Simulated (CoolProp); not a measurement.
Vapour-liquid equilibrium of ethylene (1) + n-butane (2) at 231.4 K; x and y are mole fractions of (1).

Computed with CoolProp (multi-fluid Helmholtz-energy mixture model, Smukala 2000 and Bücker 2006; pair parameters Bell 2016).

```tsv
x	bubble pressure (MPa)	y at the bubble point	dew pressure at overall composition x (MPa)	liquid density (mol/L)
0.05	0.09818	0.846	0.01606	11.30
0.15	0.2264	0.935	0.01795	11.79
0.25	0.3324	0.958	0.02034	12.31
0.35	0.4354	0.970	0.02347	12.86
0.45	0.5458	0.978	0.02772	13.45
0.55	0.6691	0.984	0.03387	14.06
0.65	0.8074	0.989	0.04350	14.70
0.75	0.9594	0.993	0.06076	15.34
0.85	1.121	0.996	0.1006	15.94
0.95	1.290	0.999	0.2855	16.42
```

No azeotrope shows between x = 0.05 and 0.95.

The pair parameters rest on a limited set of measurements; away from them the model extrapolates. The gap from Raoult's law changes sign with composition, which may be real or a fault of the pair parameters; it wasn't checked against measurements.
